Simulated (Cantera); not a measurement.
Feed: 1 mol SiH2Cl2, 0.099 mol Cl2, 95 mol N2, at 1.43 Torr.

Method: chemical equilibrium by Gibbs-energy minimisation in Cantera with the NASA 1993 tables (ideal gas, pure condensed phases). Candidate condensed phases: NH4Cl, Si, Si3N4; 28 gas species. N2 is the only nitrogen source here; it is nearly inert below about 1500 K, so the nitride shown seldom forms there in practice. The tables' values for SiCl3, SiCl are old estimates; treat these amounts as uncertain. Kinetics and transport are ignored.

x: gas mole fraction; n: condensed amount in mol.

```
T (K)   x N2    x HCl   x SiCl2     x H2   x SiCl4  n Si3N4(s)
-----  -----  -------  --------  -------  --------  ----------
850    0.980   0.0167   3.58e-9  0.00201   0.00152       0.285
925    0.980   0.0172   8.90e-8  0.00180   0.00141       0.288
1000   0.980   0.0175   1.35e-6  0.00163   0.00132       0.290
1075   0.979   0.0177   1.39e-5  0.00151   0.00124       0.292
1150   0.979   0.0179  0.000102  0.00144   0.00111       0.291
1225   0.979   0.0177  0.000527  0.00149  0.000819       0.282
1300   0.979   0.0170         ?        ?         ?           ?
1375   0.978   0.0150   0.00331  0.00283   8.33e-5       0.216
1450   0.978   0.0123   0.00494  0.00417   1.51e-5       0.169
1525   0.978  0.00954   0.00643  0.00554   2.70e-6       0.123
1600   0.978        ?         ?        ?         ?           ?
1675   0.978  0.00519   0.00860  0.00760   1.00e-7      0.0464
```

### Question
Complete the blanks.

### Answer

- 1600, x HCl: 0.00711
- 1600, x SiCl2: 0.00767
- 1600, x H2: 0.00671
- 1600, x SiCl4: 5.03e-7
- 1600, n Si3N4(s): 0.0830
- 1300, x SiCl2: 0.00170
- 1300, x H2: 0.00188
- 1300, x SiCl4: 0.000360
- 1300, n Si3N4(s): 0.257
